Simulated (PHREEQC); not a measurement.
Polishing slurry liquid

Solution (25 °C): 0.019 mol NH3 and 7.2e-05 mol CO2 per kg of water. Closed to the air; pH follows from the charge balance.

Equilibrium calculation in PHREEQC: ion-association model, wateq4f.dat.

pH: 10.71
ionic strength: 0.000702 mol/kgw
total alkalinity: 19.0 meq/kg

```json
[
 {"species": "NH3", "molality": "0.0184", "activity": "0.0184", "log γ": "0.000"},
 {"species": "NH4+", "molality": "0.000650", "activity": "0.000631", "log γ": "-0.013"},
 {"species": "OH-", "molality": "0.000526", "activity": "0.000511", "log γ": "-0.013"},
 {"species": "CO3-2", "molality": "5.21e-5", "activity": "4.62e-5", "log γ": "-0.052"},
 {"species": "HCO3-", "molality": "1.99e-5", "activity": "1.93e-5", "log γ": "-0.013"}
]
```

Precipitation was switched off in this run.
